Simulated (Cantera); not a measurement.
Feed: 1 mol BaF2, 4.8 mol H2O, 34 mol N2, equilibrated at 12000 Pa.

These are equilibrium values from Cantera (NASA tables, ideal gas, pure condensed phases), not measurements of a reactor. Candidate condensed phases: Ba, BaF2, BaO, Ba(OH)2, H2O; 45 gas species. Mutual solubility and eutectic melting of coexisting phases are not modelled. Rates play no part.

Q: At 1300 °C, list the 4 most abundant gas species with their mole fractions, and the condensed phases.

A: N2 0.874, H2O 0.122, HF 0.00247, BaF2 0.000958. Condensed: BaF2(s) + BaO(s).
